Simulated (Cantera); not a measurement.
Cantera with NASA thermochemical tables; ideal gases at 1 bar, condensed phases pure. Values are per mole of reaction as written; species without (g) are pure solids or liquids, kept so even where they would boil at 1 bar.

2 H(g) + CaO → H₂O(g) + Ca

```json
[
 {"T (K)": "300", "ΔH° (kJ)": "-42.8", "ΔS° (J/K)": "-36.5", "ΔG° (kJ)": "-31.8", "log10 K": "5.54", "condensed phases": "CaO(s), Ca(s)"},
 {"T (K)": "1198", "ΔH° (kJ)": "-54.3", "ΔS° (J/K)": "-61.2", "ΔG° (kJ)": "19.0", "log10 K": "-0.83", "condensed phases": "CaO(s), Ca(l)"},
 {"T (K)": "1298", "ΔH° (kJ)": "___", "ΔS° (J/K)": "___", "ΔG° (kJ)": "___", "log10 K": "___", "condensed phases": "CaO(s), Ca(l)"},
 {"T (K)": "1398", "ΔH° (kJ)": "___", "ΔS° (J/K)": "___", "ΔG° (kJ)": "___", "log10 K": "___", "condensed phases": "CaO(s), Ca(l)"},
 {"T (K)": "1498", "ΔH° (kJ)": "-58.3", "ΔS° (J/K)": "-64.2", "ΔG° (kJ)": "37.9", "log10 K": "-1.32", "condensed phases": "CaO(s), Ca(l)"},
 {"T (K)": "1598", "ΔH° (kJ)": "___", "ΔS° (J/K)": "___", "ΔG° (kJ)": "___", "log10 K": "___", "condensed phases": "CaO(s), Ca(l)"},
 {"T (K)": "1698", "ΔH° (kJ)": "-60.7", "ΔS° (J/K)": "-65.7", "ΔG° (kJ)": "50.9", "log10 K": "-1.57", "condensed phases": "CaO(s), Ca(l)"},
 {"T (K)": "1798", "ΔH° (kJ)": "___", "ΔS° (J/K)": "___", "ΔG° (kJ)": "___", "log10 K": "___", "condensed phases": "CaO(s), Ca(l)"}
]
```

Some entries are withheld; supply them.


- 1298, ΔH° (kJ): -55.7
- 1298, ΔS° (J/K): -62.4
- 1298, ΔG° (kJ): 25.2
- 1298, log10 K: -1.01
- 1398, ΔH° (kJ): -57.1
- 1398, ΔS° (J/K): -63.4
- 1398, ΔG° (kJ): 31.5
- 1398, log10 K: -1.18
- 1598, ΔH° (kJ): -59.6
- 1598, ΔS° (J/K): -65.0
- 1598, ΔG° (kJ): 44.4
- 1598, log10 K: -1.45
- 1798, ΔH° (kJ): -61.9
- 1798, ΔS° (J/K): -66.4
- 1798, ΔG° (kJ): 57.5
- 1798, log10 K: -1.67
